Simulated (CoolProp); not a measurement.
Saturation properties of n-perfluorohexane (Tc = 448.0 K, pc = 1742 kPa, ω = 0.497).

Values from CoolProp's reference Helmholtz-energy equation of state, Gao 2022.

```tsv
T (K)	p (kPa)	liquid density (kg/m³)	enthalpy of vaporisation (kJ/kg)	liquid cp (kJ/(kg K))	vapour Z
241.9	1.173	1834	107.1	0.9588	0.9980
248.7	1.913	1815	105.4	0.9694	0.9971
255.5	3.020	1796	103.7	0.9801	0.9958
262.4	4.656	1777	102.0	0.9909	0.9941
269.2	6.939	1758	100.3	1.002	0.9919
276	10.09	1739	98.67	___	0.9891
282.8	14.33	1720	96.99	1.023	0.9857
289.7	20.04	1700	95.26	1.034	0.9815
296.5	27.35	1681	93.54	1.044	0.9765
303.3	36.67	1661	91.79	1.055	0.9707
310.2	48.58	1640	89.98	1.066	0.9638
317	___	1620	88.16	1.077	0.9560
323.8	80.93	1599	86.30	1.087	0.9471
330.6	102.4	1577	84.38	1.099	0.9370
337.5	128.6	___	82.38	1.110	0.9255
```

**Question.** Some entries are withheld; supply them.

**Answer.** 
- 276, liquid cp (kJ/(kg K)): 1.012
- 317, p (kPa): 63.13
- 337.5, liquid density (kg/m³): 1555

It boils at 330.3 K under 1 atm.
